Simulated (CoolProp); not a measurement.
o-xylene along the isobar 49.7 bar: density (kg/m³) from the reference equation and from simpler models built on Tc = 630.3 K, pc = 37.37 bar, ω = 0.312; each cubic takes its own stable root.

Computed with CoolProp (reference Helmholtz-energy equation of state, Zhou 2012).

| T (K) | phase | reference | van der Waals | Redlich-Kwong | Soave-Redlich-Kwong | Peng-Robinson |
|---|---|---|---|---|---|---|
| 556.7 | liquid | 622.9 | ___ | 512.8 | 536.2 | 605.2 |
| 565.8 | liquid | 609.4 | ___ | 499.6 | 521.6 | ___ |
| 574.8 | liquid | 595.1 | 368.1 | 485.7 | 506.2 | 570.4 |
| 583.8 | liquid | 579.7 | 360.5 | 471.0 | 489.7 | 551.2 |
| 592.9 | liquid | 562.6 | 352.4 | 455.2 | 471.7 | 530.0 |
| 601.9 | liquid | 543.9 | 343.8 | ___ | 452.2 | ___ |
| 611 | liquid | 522.5 | 334.4 | ___ | 430.4 | 481.4 |
| 620 | liquid | 497.7 | 324.3 | 399.8 | ___ | 452.6 |

Task: What belongs in the gaps?

Result: 
- 556.7, van der Waals: 382.1
- 565.8, van der Waals: 375.2
- 565.8, Peng-Robinson: 588.3
- 601.9, Redlich-Kwong: 438.4
- 601.9, Peng-Robinson: 507.1
- 611, Redlich-Kwong: 420.0
- 620, Soave-Redlich-Kwong: 406.2
